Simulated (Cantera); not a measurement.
## Transport properties of process gases

Gas mixture: 47.0 % CO₂, 53.0 % N₂O, at 390000 Pa, frozen composition.

Cantera's kinetic-theory transport with the Lennard-Jones parameters of GRI-Mech 3.0, ideal gas; thermal conductivity in the mixture-averaged form. The composition is frozen, though it would react at the higher temperatures.

```tsv
T (K)	ρ (kg/m³)	cp (J/kg/K)	μ (µPa s)	λ (mW/m/K)	Pr	D (cm²/s) CH₃	D (cm²/s) C₂H₂	D (cm²/s) OH
400	5.16	955.1	19.6	25.4	0.737	0.0764	0.0548	0.107
550	3.75	1061	25.7	37.1	0.736	0.135	0.0983	0.187
700	2.95	1139	31.1	48.2	0.735	0.207	0.151	0.284
850	2.43	1199	36.0	58.7	0.735	0.289	0.212	0.394
1000	2.06	1245	40.5	68.5	0.735	0.381	0.281	0.518
1150	1.80	1278	44.7	77.8	0.733	0.483	0.357	0.655
1300	1.59	1305	48.6	86.7	0.732	0.594	0.439	0.804
1450	1.42	1328	52.3	95.0	0.731	0.713	0.528	0.965
```
D: mixture-averaged diffusion coefficient of that species in the mixture.
